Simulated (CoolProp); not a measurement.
Saturation properties of carbon monoxide.

Computed with CoolProp (reference Helmholtz-energy equation of state, Lemmon 2006). It is a short technical equation, of lower accuracy than the large ones.

| T (°C) | p (kPa) | liquid density (kg/m³) | vapour density (kg/m³) | enthalpy of vaporisation (kJ/kg) | liquid cp (kJ/(kg K)) |
|---|---|---|---|---|---|
| -171.65 | 607.3 | 697.3 | 23.60 | 181.2 | 2.333 |
| -169.35 | 713.6 | 684.6 | 27.69 | 176.2 | 2.380 |
| -167.15 | 827.4 | 671.9 | 32.12 | 171.1 | 2.433 |
| -164.85 | 959.6 | 658.1 | 37.39 | 165.5 | 2.500 |
| -162.65 | 1100 | 644.2 | 43.11 | 159.7 | 2.577 |
| -160.35 | 1261 | 629.0 | 49.92 | 153.3 | 2.676 |
| -158.15 | 1431 | 613.6 | 57.37 | 146.5 | 2.793 |
| -155.85 | 1625 | 596.5 | 66.33 | 138.9 | 2.950 |
| -153.65 | 1828 | 578.8 | 76.29 | 130.8 | 3.148 |
| -151.35 | 2059 | 558.6 | 88.54 | 121.5 | 3.435 |
| -149.05 | 2311 | 536.2 | 103.3 | 110.8 | 3.865 |
| -146.85 | 2573 | 511.5 | 120.8 | 98.94 | 4.549 |
| -144.55 | 2871 | 480.3 | 144.9 | 83.65 | 6.009 |

It boils at -191.5 °C under 1 atm.
